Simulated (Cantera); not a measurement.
A closed system holds: 1 mol SO₂, 1.4 mol H₂O, 0.078 mol O₂, at 1250 K and 75.0 Torr.

Method: chemical equilibrium by Gibbs-energy minimisation in Cantera with the NASA 1993 tables (ideal gas, pure condensed phases). Candidate condensed phases: H₂O, H₂SO₄, S; 19 gas species. The numbers say what is thermodynamically allowed, not how fast it happens.

Base state: H₂O 0.566, SO₂ 0.401, O₂ 0.0296, SO₃ 0.00380, OH 1.49e-5 (mole fractions); condensed: gas only.

Task: What changes in the equilibrium state with this change: 1.1 mol H₂S added?

Result: 
```tsv
species	before	after
H₂O	0.566	0.587
SO₂	0.401	0.174
S₂	<1e-9	0.163
H₂S	<1e-9	0.0482
O₂	0.0296	<1e-9
H₂	3.59e-7	0.0243
S₂O	<1e-9	0.00319
SH	<1e-9	0.000309
SO₃	0.00380	2.52e-8
SO	2.03e-8	0.000578
```
Gases not in the tables: S₃ to S₇.
